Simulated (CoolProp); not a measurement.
R124 at several states: density (kg/m³) from the reference equation and from simpler models built on Tc = 395.4 K, pc = 3.624 MPa, ω = 0.288; each cubic takes its own stable root.

Values from CoolProp's reference Helmholtz-energy equation of state, de Vries 1995.

```tsv
T (K)	p (MPa)	phase	reference	van der Waals	Redlich-Kwong	Soave-Redlich-Kwong
170.8	2.86	liquid	1724	1031	1528	1554
461.5	8.99	supercritical	613.5	588.8	610.0	541.0
405.5	2.22	gas	116.3	113.1	116.1	115.5
241.4	0.0149	gas	1.021	1.017	1.019	1.020
408.5	0.179	gas	7.305	7.292	7.306	7.303
378.1	0.0494	gas	2.156	2.154	2.156	2.156
```
